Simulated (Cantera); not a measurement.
Hydrocarbon pyrolysis for carbon deposition

A perfectly stirred reactor is fed with 45.5 % CH₄, 54.5 % N₂, at 750 Torr; it is held at 1498 K, and followed from long to short residence time.

Cantera simulation using GRI-Mech 3.0 (53 species, 325 reactions); the numbers are that mechanism's predictions, not measurements. GRI-Mech 3.0 stops at C3 and has no aromatics, soot or wall deposition, so with more carbon than oxygen in the feed, carbon stays in small species such as C2H2 where larger ones or solid carbon would form.

| τ (s) | x CH₄ | x C₂H₄ | x CH₃ | x C₂H₆ | x C₂H | x HCN | x CH₂ |
|---|---|---|---|---|---|---|---|
| 7.5 | 0.102 | 0.0116 | 5.11e-5 | 5.60e-5 | 5.12e-9 | 7.22e-9 | 1.04e-9 |
| 2.0 | 0.165 | 0.00857 | 7.32e-5 | 9.92e-5 | 3.76e-9 | 1.78e-9 | 1.31e-9 |
| 0.56 | 0.266 | 0.00539 | 0.000113 | 0.000244 | 2.38e-9 | 4.99e-10 | 1.93e-9 |
| 0.15 | 0.363 | 0.00454 | 0.000164 | 0.000561 | 1.17e-9 | 1.22e-10 | 2.97e-9 |
| 0.041 | 0.421 | 0.00418 | 0.000205 | 0.000926 | 3.68e-10 | 2.09e-11 | 4.00e-9 |
| 0.011 | 0.446 | 0.00184 | 0.000205 | 0.000900 | 4.78e-11 | 2.02e-12 | 3.76e-9 |
| 0.0031 | 0.453 | 0.000320 | 0.000157 | 0.000434 | 3.10e-12 | <1e-12 | 2.18e-9 |
| 0.00083 | 0.454 | 3.27e-5 | 0.000104 | 0.000109 | <1e-12 | <1e-12 | 9.69e-10 |
x: mole fraction; the columns are a selection and need not sum to one.
